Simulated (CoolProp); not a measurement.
A single-stage vapour-compression cycle with cyclopropane: evaporating at 321.15 K (dew point), condensing at 346.15 K (bubble point), superheat 8 K, subcooling 2 K, compressor efficiency 0.8, no pressure losses. Each further row changes one setting.

Model: reference Helmholtz-energy equation of state, Polt 1992, in CoolProp. This equation is an older, rougher fit; its heat capacities, sound speeds and derivatives of the liquid may be far off and weren't checked against measurements.

```csv
case,cooling COP,pressure ratio,discharge temperature (K),refrigerating effect (kJ/kg),volumetric capacity (kJ/m³)
as stated,8.79,1.71,362.3,321,7670
evaporating temperature 326.15 K,11.3,1.53,360.5,325,?
condensing temperature 341.15 K,11.3,?,?,335,8000
subcooling 7 K,?,1.71,362.3,335,8000
superheat 18 K,?,1.71,371.8,340,7700
compressor efficiency 0.7,?,1.71,?,321,7670
```

Q: Complete the blanks.

A: 
- evaporating temperature 326.15 K, volumetric capacity (kJ/m³): 8720
- condensing temperature 341.15 K, pressure ratio: 1.55
- condensing temperature 341.15 K, discharge temperature (K): 356.0
- subcooling 7 K, cooling COP: 9.16
- superheat 18 K, cooling COP: 8.80
- compressor efficiency 0.7, cooling COP: 7.69
- compressor efficiency 0.7, discharge temperature (K): 364.7
